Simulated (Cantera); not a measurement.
An isothermal plug-flow reactor at 550 K and 1.01 bar (inlet), inlet velocity 2.7 m/s, active area per volume 110 1/m; feed 3.49 % H2, 1.44 % O2, 95.1 % N2.

Model: Deutschmann's 1995 Pt surface mechanism with GRI-Mech 3.0 gas chemistry, integrated in Cantera. Catalytic surfaces can have several steady states; this one follows from the mechanism file's or the stated starting coverage. Mass transfer to the wall is taken as infinitely fast.

x: gas mole fraction; θ: surface coverage.

```
z (m)      x H2     x O2     x H2O  θ free Pt   θ H*
-------  ------  -------  --------  ---------  -----
6.7e-05  0.0345   0.0143  0.000365      0.716  0.284
0.00013  0.0342   0.0141  0.000705      0.717  0.283
0.00025  0.0336   0.0138   0.00134      0.719  0.281
0.00048  0.0324   0.0132   0.00254      0.723  0.277
0.00093  0.0302   0.0121   0.00477      0.729  0.270
0.0018      [?]      [?]       [?]      0.742  0.258
0.0035   0.0203  0.00712    0.0149      0.764  0.235
0.0067      [?]      [?]       [?]      0.798    [?]
```

### Question
Fill in the missing entries.

### Answer

- 0.0018, x H2: 0.0264
- 0.0018, x O2: 0.0102
- 0.0018, x H2O: 0.00866
- 0.0067, x H2: 0.0130
- 0.0067, x O2: 0.00344
- 0.0067, x H2O: 0.0223
- 0.0067, θ H*: 0.200
